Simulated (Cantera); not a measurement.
Input: 1 mol SiHCl3, 0.65 mol HCl, 900 mol H2, held at 0.100 bar.

Cantera equilibrium calculation (NASA polynomials, part measured and part estimated; ideal gas, pure solids and liquids). Candidate condensed phases: Si; 19 gas species. The numbers say what is thermodynamically allowed, not how fast it happens.

Question: At 1277 °C, list the 4 most abundant gas species with their mole fractions, and the condensed phases.

Answer: H2 0.996, HCl 0.00394, H 9.94e-5, SiCl2 5.19e-5. Condensed: Si(s).
